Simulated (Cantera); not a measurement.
An isothermal, constant-pressure homogeneous reactor starts with C2H6 : N2 = 1 : 87 (molar parts), at 2023 K and 0.132 atm.

Computed with Cantera and GRI-Mech 3.0 (53 species, 325 reactions). GRI-Mech 3.0 stops at C3 and has no aromatics, soot or wall deposition, so with more carbon than oxygen in the feed, carbon stays in small species such as C2H2 where larger ones or solid carbon would form.

x: mole fraction; the columns are a selection and need not sum to one.

| t (s) | x C2H6 | x C2H | x CH3 | x HCN | x CH2 | x C2H4 |
|---|---|---|---|---|---|---|
| 5.00e-5 | 0.000150 | 1.44e-5 | 0.00741 | 4.18e-5 | 0.000144 | … |
| 0.000147 | 3.65e-6 | 1.49e-5 | 0.00181 | 0.000112 | 6.04e-5 | … |
| 0.000431 | 4.38e-7 | 9.12e-6 | 0.000613 | 0.000159 | 2.14e-5 | … |
| 0.00126 | 8.96e-8 | 6.39e-6 | 0.000268 | 0.000192 | 8.29e-6 | … |
| 0.00371 | 1.95e-8 | 5.32e-6 | 0.000123 | 0.000221 | 3.51e-6 | … |
| 0.0109 | 3.32e-9 | 5.25e-6 | 5.08e-5 | 0.000254 | 1.50e-6 | … |
| 0.0320 | 2.50e-10 | 5.76e-6 | 1.41e-5 | 0.000294 | 4.68e-7 | … |
| 0.0938 | 2.58e-12 | 6.60e-6 | 1.44e-6 | 0.000320 | 5.58e-8 | 1.91e-7 |
| 0.275 | <1e-12 | 7.57e-6 | 2.22e-7 | 0.000323 | 1.00e-8 | 1.88e-7 |
| 0.808 | <1e-12 | 7.82e-6 | 9.57e-8 | 0.000324 | 4.46e-9 | 1.88e-7 |
| 2.37 | <1e-12 | 7.83e-6 | 8.17e-8 | 0.000326 | 3.80e-9 | 1.88e-7 |
| 6.96 | <1e-12 | 7.82e-6 | 8.23e-8 | 0.000332 | 3.83e-9 | 1.88e-7 |
| 20.4 | <1e-12 | 7.82e-6 | 8.42e-8 | 0.000349 | 3.92e-9 | 1.88e-7 |
| 60.0 | <1e-12 | 7.80e-6 | 8.96e-8 | 0.000397 | 4.17e-9 | 1.87e-7 |

Problem. What belongs in the gaps?

Solution. 
- 5.00e-5, x C2H4: 0.00342
- 0.000147, x C2H4: 0.00104
- 0.000431, x C2H4: 0.000120
- 0.00126, x C2H4: 1.95e-5
- 0.00371, x C2H4: 4.28e-6
- 0.0109, x C2H4: 8.87e-7
- 0.0320, x C2H4: 2.44e-7
